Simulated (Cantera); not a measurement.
Feed: 1 mol Si, a varied amount of HCl, 40 mol H2, held at 1202 °C and 2.70 Torr.

Equilibrium computed with Cantera from the NASA thermochemical tables; the gas is ideal and each condensed phase is pure. Candidate condensed phases: Si; 19 gas species. The numbers say what is thermodynamically allowed, not how fast it happens.

### Question
Which condensed phases are stable at each of these points (n(HCl) (mol)): 1.2, 2.1, 2.9, 3.7, 4.5, 5.4, 6.2, 7, 7.9, 8.7, 9.5, 10?

### Answer
```json
[
 {"n(HCl) (mol)": "1.2", "condensed phases": "Si(s)", "Si condensed (%)": "91.6"},
 {"n(HCl) (mol)": "2.1", "condensed phases": "Si(s)", "Si condensed (%)": "78.2"},
 {"n(HCl) (mol)": "2.9", "condensed phases": "Si(s)", "Si condensed (%)": "63.2"},
 {"n(HCl) (mol)": "3.7", "condensed phases": "Si(s)", "Si condensed (%)": "46.1"},
 {"n(HCl) (mol)": "4.5", "condensed phases": "Si(s)", "Si condensed (%)": "27.5"},
 {"n(HCl) (mol)": "5.4", "condensed phases": "Si(s)", "Si condensed (%)": "5.1"},
 {"n(HCl) (mol)": "6.2", "condensed phases": "gas only", "Si condensed (%)": "0.0"},
 {"n(HCl) (mol)": "7", "condensed phases": "gas only", "Si condensed (%)": "0.0"},
 {"n(HCl) (mol)": "7.9", "condensed phases": "gas only", "Si condensed (%)": "0.0"},
 {"n(HCl) (mol)": "8.7", "condensed phases": "gas only", "Si condensed (%)": "0.0"},
 {"n(HCl) (mol)": "9.5", "condensed phases": "gas only", "Si condensed (%)": "0.0"},
 {"n(HCl) (mol)": "10", "condensed phases": "gas only", "Si condensed (%)": "0.0"}
]
```

From 1.2 mol HCl to 5.4 mol HCl the condensed part is Si(s). From 6.2 mol HCl to 10 mol HCl nothing is condensed.
